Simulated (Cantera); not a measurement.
An isothermal, constant-pressure homogeneous reactor starts with NO : N2 = 1 : 17 (molar parts), at 1700 K and 100.0 Torr.

Cantera simulation using GRI-Mech 3.0 (53 species, 325 reactions); the numbers are that mechanism's predictions, not measurements.

Problem. Predict: x(NO) at 200 s; x(O) at 200 s; x(O2) at 200 s; x(NO2) at 200 s; x(N2O) at 200 s.

Solution. 
| Property | Value |
|---|---|
| x(NO) at 200 s | 0.0394 (gas-phase equilibrium 0.00116) |
| x(O) at 200 s | 1.14e-5 (gas-phase equilibrium 2.03e-5) |
| x(O2) at 200 s | 0.00805 (gas-phase equilibrium 0.0272) |
| x(NO2) at 200 s | 8.94e-6 (gas-phase equilibrium 4.78e-7) |
| x(N2O) at 200 s | 5.92e-7 (gas-phase equilibrium 2.76e-8) |
